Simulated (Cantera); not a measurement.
Feed: 1 mol FeS₂, 5.1 mol O₂, 30 mol N₂, held at 1.00 bar.

Equilibrium computed with Cantera from the NASA thermochemical tables; the gas is ideal and each condensed phase is pure. Candidate condensed phases: Fe, FeO, FeS, FeSO₄, FeS₂, Fe₂O₃, Fe₂(SO₄)₃, Fe₃O₄, S; 19 gas species. Rates play no part. All values below are at 923 K.

Base state: N₂ 0.887, O₂ 0.0539, SO₃ 0.0312, SO₂ 0.0279 (mole fractions); condensed: Fe₂O₃(s).

**Question.** What changes in the equilibrium state with this change: pressure from 1.00 bar to 2.30 bar?

**Answer.** 
```csv
species,before,after
N₂,0.887,0.916
O₂,0.0539,0.0481
SO₃,0.0312,0.0219
SO₂,0.0279,0.0137
"Fe₂O₃(s), mol",0.500,0.221
"Fe₂(SO₄)₃(s), mol",0,0.279
```
